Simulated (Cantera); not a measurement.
Cantera run:

```python
import numpy as np
import cantera as ct

gas_names = """
    F F2 N NF NF2 NF3 N2 Si SiF SiF2 SiF3 SiF4 SiN Si2 Si2N Si3
""".split()
cond_names = """
    Si(cr) Si(L) Si3N4(a)
""".split()


# ... load() reads the species with a 1 bar reference pressure and builds the phases ...
atoms = {
    'Si': {'Si': 1},
    'NF3': {'N': 1, 'F': 3},
}
top_T = {'Si3N4(a)': 2400}  # K; cautious upper limits of use, not melting points


# ... equilibrate(T, P, feed) seeds the gas with the atoms and calls Mixture.equilibrate('TP', solver="vcs", rtol=1e-11, max_steps=5000) ...
results = []
T = 1123.15  # K
P = 1100  # Pa
for m in [0.55, 0.75, 0.95, 1.2, 1.4, 1.6, 1.8, 2, 2.2, 2.4]:
    feed = {'Si': 1, 'NF3': m}  # mol
    mix = equilibrate(T, P, feed)
    results.append((T, P, feed, dict(zip(mix.species_names, mix.species_moles))))
    x = sorted(zip(gas.X, gas.species_names), reverse=True)
    print(f"T = {T:g} K  P = {P:g} Pa  n(NF3) = {m:g} mol  gas = {mix.phase_moles(0):.4g} mol")
    print("   x: " + "  ".join(f"{s} {v:.3e}" for v, s in x if v > 1e-05))
    print("   condensed (mol): " + ("  ".join(f"{mix.phase(i).name} {mix.phase_moles(i):.4g}"
          for i in range(1, mix.n_phases) if mix.phase_moles(i) > 1e-12) or "none"))
```

Result:

```
T = 1123.15 K  P = 1100 Pa  n(NF3) = 0.55 mol  gas = 0.4135 mol
   x: SiF4 9.900e-01  SiF3 9.863e-03  SiF2 1.350e-04
   condensed (mol): Si(cr) 0.174  Si3N4(a) 0.1375
T = 1123.15 K  P = 1100 Pa  n(NF3) = 0.75 mol  gas = 0.6461 mol
   x: SiF4 8.699e-01  N2 1.291e-01  SiF3 9.646e-04
   condensed (mol): Si3N4(a) 0.1458
T = 1123.15 K  P = 1100 Pa  n(NF3) = 0.95 mol  gas = 0.9961 mol
   x: SiF4 7.147e-01  N2 2.846e-01  SiF3 7.298e-04
   condensed (mol): Si3N4(a) 0.09577
T = 1123.15 K  P = 1100 Pa  n(NF3) = 1.2 mol  gas = 1.434 mol
   x: SiF4 6.273e-01  N2 3.721e-01  SiF3 6.328e-04
   condensed (mol): Si3N4(a) 0.03326
T = 1123.15 K  P = 1100 Pa  n(NF3) = 1.4 mol  gas = 1.897 mol
   x: SiF4 5.270e-01  N2 3.689e-01  F 1.027e-01  F2 1.365e-03
   condensed (mol): none
T = 1123.15 K  P = 1100 Pa  n(NF3) = 1.6 mol  gas = 2.572 mol
   x: SiF4 3.888e-01  N2 3.110e-01  F 2.893e-01  F2 1.084e-02
   condensed (mol): none
T = 1123.15 K  P = 1100 Pa  n(NF3) = 1.8 mol  gas = 3.235 mol
   x: F 3.928e-01  SiF4 3.091e-01  N2 2.782e-01  F2 1.997e-02
   condensed (mol): none
T = 1123.15 K  P = 1100 Pa  n(NF3) = 2 mol  gas = 3.894 mol
   x: F 4.591e-01  SiF4 2.568e-01  N2 2.568e-01  F2 2.728e-02
   condensed (mol): none
T = 1123.15 K  P = 1100 Pa  n(NF3) = 2.2 mol  gas = 4.55 mol
   x: F 5.054e-01  N2 2.418e-01  SiF4 2.198e-01  F2 3.306e-02
   condensed (mol): none
T = 1123.15 K  P = 1100 Pa  n(NF3) = 2.4 mol  gas = 5.204 mol
   x: F 5.395e-01  N2 2.306e-01  SiF4 1.922e-01  F2 3.769e-02
   condensed (mol): none
```

Method: chemical equilibrium by Gibbs-energy minimisation in Cantera with the NASA 1993 tables (ideal gas, pure condensed phases). Mutual solubility and eutectic melting of coexisting phases are not modelled. The tables' values for SiF3, SiF2 are old estimates; treat these amounts as uncertain.
